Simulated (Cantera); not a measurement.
An adiabatic, constant-pressure homogeneous reactor starts with 12.6 % H2, 6.70 % O2, 80.4 % N2, 0.315 % NO, at 1623 K and 1000000 Pa.

Detailed kinetics in Cantera: GRI-Mech 3.0 (53 species, 325 reactions). The hydrogen kinetics of GRI-Mech 3.0 are dated; newer H2 mechanisms differ, most at raised pressure.

One state of this run: T (K) = 2462; x H2 = 0.00338; x O2 = 0.00506; x NO = 0.00337; x O = 0.000314; x N2 = 0.855; x H2O = 0.129; x HO2 = 1.77e-6. x: mole fraction; the columns are a selection and need not sum to one.

Problem. Which value of t (s) does it belong to?
A) 3.98e-6
B) 1.59e-5
C) 1.00e-6
D) 6.32e-5

Solution. D, 6.32e-5
